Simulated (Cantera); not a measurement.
Input (Python, Cantera) and output of one run.

```python
import numpy as np
import cantera as ct

gas_names = [...]  # 87 gases of nasa_gas.yaml made of C, H, Si
cond_names = """
    C(gr) C6H6(L) C7H8(L) C8H18(L),n-octa Si(cr) Si(L) SiC(b)
""".split()


# ... load() reads the species with a 1 bar reference pressure and builds the phases ...
atoms = {
    'SiC': {'Si': 1, 'C': 1},
    'C': {'C': 1},
    'H2': {'H': 2},
}
top_T = {'C(gr)': 4500, 'SiC(b)': 3050}  # K; cautious upper limits of use, not melting points


# ... equilibrate(T, P, feed) seeds the gas with the atoms and calls Mixture.equilibrate('TP', solver="vcs", rtol=1e-11, max_steps=5000) ...
results = []
feed = {'SiC': 1, 'C': 0.041, 'H2': 9.3}  # mol
T = 2998.15  # K
P = 100000  # Pa
mix = equilibrate(T, P, feed)
results.append((T, P, feed, dict(zip(mix.species_names, mix.species_moles))))
print(gas.report(threshold=1e-06))
for i in range(1, mix.n_phases):
    print(f"{mix.phase(i).name:16s} {mix.phase_moles(i):12.5e} mol")
```

It prints:

```
       temperature   2998.2 K
          pressure   1e+05 Pa
           density   0.021852 kg/m^3
  mean mol. weight   5.4474 kg/kmol
   phase of matter   gas

                          1 kg             1 kmol
                     ---------------   ---------------
          enthalpy        3.0017e+07        1.6352e+08  J
   internal energy        2.5441e+07        1.3859e+08  J
           entropy             39371        2.1447e+05  J/K
    Gibbs function       -8.8023e+07        -4.795e+08  J
 heat capacity c_p            6645.4             36200  J/K
 heat capacity c_v            5119.1             27885  J/K

                      mass frac. Y      mole frac. X     chem. pot. / RT
                     ---------------   ---------------   ---------------
                 C        7.6639e-05        3.4758e-05           -4.0576
                CH        3.2566e-05        1.3626e-05           -14.619
               CH2        9.6605e-05        3.7517e-05           -25.181
               CH3        0.00024693        8.9468e-05           -35.743
               CH4        9.2148e-05        3.1289e-05           -46.304
                C2        6.6731e-05        1.5132e-05           -8.1152
               C2H         0.0032439        0.00070597           -18.677
    C2H2,acetylene           0.10912          0.022829           -29.239
   C2H2,vinylidene         0.0003426        7.1674e-05           -29.239
        C2H3,vinyl        2.9911e-05        6.0243e-06             -39.8
              C2H4        1.4948e-05        2.9025e-06           -50.362
                C3          0.000688        0.00010401           -12.173
    C3H3,propargyl        4.5659e-05        6.3682e-06           -43.858
              C4H2         0.0026385        0.00028711           -37.354
              C6H2        5.2097e-05        3.8308e-06           -45.469
                 H          0.025283           0.13664           -10.562
                H2           0.28029           0.75736           -21.123
                Si           0.23627          0.045827           -8.8547
               SiC        0.00087539        0.00011893           -12.912
              SiC2           0.17947          0.018763            -16.97
               SiH          0.029803         0.0055803           -19.416
              SiH2         0.0082406         0.0014913           -29.978
              SiH3        1.3528e-05        2.3688e-06            -40.54
               Si2          0.010012        0.00097093           -17.709
              Si2C           0.11198         0.0089469           -21.767
               Si3        0.00095725         6.189e-05           -26.564
     [  +61 minor]        1.6394e-05        1.7501e-06

C(gr)             0.00000e+00 mol
Si(L)             0.00000e+00 mol
SiC(b)            0.00000e+00 mol
```

Cantera equilibrium calculation (NASA polynomials, part measured and part estimated; ideal gas, pure solids and liquids). Gases not in the tables: Si2H6 and higher silanes.
